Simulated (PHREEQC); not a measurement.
A solution holds 3.3 mmol/kgw ZnSO4, 0.1 mmol/kgw MgSO4, 1.5 mmol/kgw NaF and 3 mmol/kgw Na2SO4, at 25 °C. Closed to the air; pH follows from the charge balance.

Model: ion-association model, wateq4f.dat, run in PHREEQC.

```json
[
 {"quantity": "pH", "before": "6.14", "after": "5.91"},
 {"quantity": "ionic strength (mol/kgw)", "before": "0.0197", "after": "0.0193"},
 {"quantity": "SO4-2 (mol/kgw)", "before": "0.00521", "after": "0.00513"},
 {"quantity": "Zn+2 (mol/kgw)", "before": "0.00227", "after": "0.00219"},
 {"quantity": "ZnSO4 (mol/kgw)", "before": "0.000962", "after": "0.00103"},
 {"quantity": "NaSO4- (mol/kgw)", "before": "0.000112", "after": "0.000122"},
 {"quantity": "SI of Zincite(c) (ZnO)", "before": "-1.73", "after": "-1.21"}
]
```

What was changed between the two runs?
A) temperature from 25 to 45 °C
B) ZnSO4 from 0.0033 to 0.00165 mol/kgw
C) 0.00017 mol/kgw H3PO4 added
D) diluted 100-fold with water
E) diluted 10-fold with water

A, temperature from 25 to 45 °C

No solid was allowed to form. At this temperature some constants are extrapolated from 25 °C, and those without enthalpy data are left unchanged.
